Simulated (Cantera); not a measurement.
Input (Python, Cantera) and output of one run.

```python
import numpy as np
import cantera as ct

gas_names = """
    CL CL2 H HCL H2 Si SiCL SiCL2 SiCL3 SiCL4 SiH SiHCL3 SiH2 SiH2CL2 SiH3 SiH3CL SiH4 Si2 Si3
""".split()
cond_names = """
    Si(cr) Si(L)
""".split()


def load(file, names, dense=False):
    # The tables refer to 1 bar. Condensed volumes are neglected.
    table = {s.name: s for s in ct.Species.list_from_file(file)}
    out = []
    for n in names:
        d = dict(table[n].input_data)
        d["thermo"] = dict(d["thermo"], **{"reference-pressure": 1e5})
        if dense:
            d["equation-of-state"] = {"model": "constant-volume", "density": "1e6 g/cm^3"}
        out.append(ct.Species.from_dict(d))
    return out


gas = ct.Solution(thermo="ideal-gas", species=load("nasa_gas.yaml", gas_names))
cond = {s.name: ct.Solution(thermo="fixed-stoichiometry", species=[s], name=s.name)
        for s in load("nasa_condensed.yaml", cond_names, dense=True)}
atoms = {
    'Si': {'Si': 1},
    'HCl': {'H': 1, 'CL': 1},
    'H2': {'H': 2},
}
top_T = {}  # K; cautious upper limits of use, not melting points


def equilibrate(T, P, feed):
    n = {}
    for name, mol in feed.items():
        for a, k in atoms[name].items():
            n[a] = n.get(a, 0.0) + k * mol
    gas.TPX = T, P, n
    mass = sum(n.values()) * gas.mean_molecular_weight
    gas.equilibrate("TP")
    valid = [c for c in cond.values() if c.min_temp <= T <= top_T.get(c.name, c.max_temp)]
    mix = ct.Mixture([(gas, mass / gas.mean_molecular_weight)] + [(c, 0.0) for c in valid])
    mix.T, mix.P = T, P
    mix.equilibrate("TP", solver="vcs", rtol=1e-11, max_steps=5000)
    return mix


results = []
feed = {'Si': 1, 'HCl': 11, 'H2': 6.8}  # mol
T = 800  # K
P = 8100  # Pa
mix = equilibrate(T, P, feed)
results.append((T, P, feed, dict(zip(mix.species_names, mix.species_moles))))
x = sorted(zip(gas.X, gas.species_names), reverse=True)
print(f"T = {T:g} K  P = {P:g} Pa  gas = {mix.phase_moles(0):.4g} mol")
print("   x: " + "  ".join(f"{s} {v:.3e}" for v, s in x if v > 0.001))
print("   condensed (mol): " + ("  ".join(f"{mix.phase(i).name} {mix.phase_moles(i):.4g}"
      for i in range(1, mix.n_phases) if mix.phase_moles(i) > 1e-12) or "none"))
```

Output:

```
T = 800 K  P = 8100 Pa  gas = 16.8 mol
   x: H2 5.237e-01  HCL 4.167e-01  SiCL4 5.946e-02
   condensed (mol): none
```

Equilibrium computed with Cantera from the NASA thermochemical tables; the gas is ideal and each condensed phase is pure.
